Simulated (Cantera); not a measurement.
A perfectly stirred reactor is fed with H2 : O2 : N2 = 0.84 : 1 : 4.3 (molar parts), at 0.987 atm; it is held at 1073 K, and followed from long to short residence time.

Cantera simulation using GRI-Mech 3.0 (53 species, 325 reactions); the numbers are that mechanism's predictions, not measurements. The temperature is held fixed by assumption; the heat of reaction is taken as removed at once.

What does this change do: pressure from 0.987 atm to 0.592 atm?


```
quantity                before     after
---------------------  -------  --------
x(H2) at τ = 1.90 s    0.00107  0.000420
x(O2) at τ = 1.90 s      0.102     0.102
x(O) at τ = 1.90 s     1.54e-6   4.60e-6
x(NO2) at τ = 1.90 s   1.23e-8   7.45e-9
x(H2O) at τ = 1.90 s     0.146     0.146
x(H2) at τ = 35.0 ms   0.00786   0.00333
x(O2) at τ = 35.0 ms     0.105     0.103
x(O) at τ = 35.0 ms    2.30e-5   8.52e-5
x(NO2) at τ = 35.0 ms  1.28e-9  9.55e-10
x(H2O) at τ = 35.0 ms    0.138     0.143
```

What does this change do: N2 4.3 to 10 parts?


```csv
quantity,before,after
x(H2) at τ = 1.90 s,0.00107,0.000330
x(O2) at τ = 1.90 s,0.102,0.0509
x(O) at τ = 1.90 s,1.54e-6,2.20e-6
x(NO2) at τ = 1.90 s,1.23e-8,9.83e-9
x(H2O) at τ = 1.90 s,0.146,0.0732
x(H2) at τ = 35.0 ms,0.00786,0.00222
x(O2) at τ = 35.0 ms,0.105,0.0518
x(O) at τ = 35.0 ms,2.30e-5,3.99e-5
x(NO2) at τ = 35.0 ms,1.28e-9,9.36e-10
x(H2O) at τ = 35.0 ms,0.138,0.0712
```
